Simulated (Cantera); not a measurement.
A freely propagating, adiabatic, planar premixed flame of H2 : O2 : N2 : H2O = 1 : 0.51 : 1.92 : 0.4 (molar parts), equivalence ratio 0.98, unburnt at 300 K and 0.109 atm; mixture-averaged transport, grid criteria slope 0.08 and curve 0.16, no radiation.

Computed with Cantera and the H2/O2 subset of GRI-Mech 3.0, which has no nitrogen chemistry. Burning velocities carry a grid error of a few per cent, more on coarse grids.

x: mole fraction of selected species; z is measured from the peak of heat release.

| z (mm) | T (K) | u (m/s) | x H2 | x O2 | x H2O | x H | x O | x OH |
|---|---|---|---|---|---|---|---|---|
| -16.7 | 300 | 1.60 | 0.261 | 0.133 | 0.104 | <1e-8 | <1e-8 | <1e-8 |
| -11.2 | 300 | 1.60 | 0.261 | 0.133 | 0.104 | <1e-8 | <1e-8 | <1e-8 |
| -8.37 | 300 | 1.60 | 0.261 | 0.133 | 0.104 | <1e-8 | <1e-8 | <1e-8 |
| -5.58 | 300 | 1.60 | 0.261 | 0.133 | 0.104 | <1e-8 | <1e-8 | <1e-8 |
| -2.79 | 301 | 1.60 | 0.260 | 0.133 | 0.105 | <1e-8 | 3.12e-8 | 5.97e-8 |
| -1.40 | 352 | 1.85 | 0.247 | 0.134 | 0.109 | 8.80e-5 | 7.30e-6 | 0.000123 |
| 0 | 756 | 3.84 | 0.187 | 0.120 | 0.154 | 0.0116 | 0.000503 | 0.000667 |
| 1.40 | 1111 | 5.53 | 0.0944 | 0.0737 | 0.249 | 0.0402 | 0.00511 | 0.00261 |
| 2.79 | … | 6.42 | … | … | 0.309 | … | 0.00773 | … |
| 5.58 | 1456 | 7.15 | 0.0401 | 0.0297 | 0.328 | 0.0413 | 0.00764 | 0.00835 |
| 11.2 | 1604 | 7.80 | 0.0388 | 0.0257 | 0.339 | 0.0294 | 0.00640 | 0.0102 |
| 22.3 | 1740 | 8.37 | 0.0352 | 0.0216 | 0.352 | 0.0194 | 0.00481 | 0.0111 |
| 44.7 | 1860 | 8.87 | 0.0299 | 0.0176 | 0.366 | 0.0118 | 0.00326 | 0.0109 |

Problem. What belongs in the gaps?

Solution. 
- 2.79, T (K): 1298
- 2.79, x H2: 0.0481
- 2.79, x O2: 0.0397
- 2.79, x H: 0.0501
- 2.79, x OH: 0.00566
